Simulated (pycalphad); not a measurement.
All values are pycalphad results on the COST 507 light-alloy database (1999) (1 atm), not direct measurements. The data set is of 1999 and partly superseded. Kinetics are ignored, which matters at the lower temperatures.

Q: Which phases does Si-30 at.% Y hold at 1494 °C, with what compositions and amounts?

A: liquid with 22.8 at.% Y and SI2Y_H with 33.3 at.% Y. The lever rule gives (30 − 22.8)/(33.3 − 22.8) = 0.68 of SI2Y_H and 0.32 of liquid.

Q: Which phases does Si-44 at.% Y hold at 292 °C, with what compositions and amounts?

A: SI5Y3_R with 37.5 at.% Y and SIY with 50.0 at.% Y. The lever rule gives (44 − 37.5)/(50.0 − 37.5) = 0.52 of SIY and 0.48 of SI5Y3_R.

Q: Which phases does Si-42 at.% Y hold at 1234 °C, with what compositions and amounts?

A: SI5Y3_H with 37.5 at.% Y and SIY with 50.0 at.% Y. The lever rule gives (42 − 37.5)/(50.0 − 37.5) = 0.36 of SIY and 0.64 of SI5Y3_H.

Q: Which phases does Si-60 at.% Y hold at 487 °C, with what compositions and amounts?

A: SI4Y5 with 55.6 at.% Y and SI3Y5 with 62.5 at.% Y. The lever rule gives (60 − 55.6)/(62.5 − 55.6) = 0.64 of SI3Y5 and 0.36 of SI4Y5.

Database names, with the compositions (at.%) that they take in these runs: SI3Y5: Y 62 Si 38; SIY: Si 50 Y 50; SI4Y5: Y 56 Si 44; SI5Y3_H: Si 62 Y 38; SI2Y_H: Si 67 Y 33; SI5Y3_R: Si 62 Y 38.
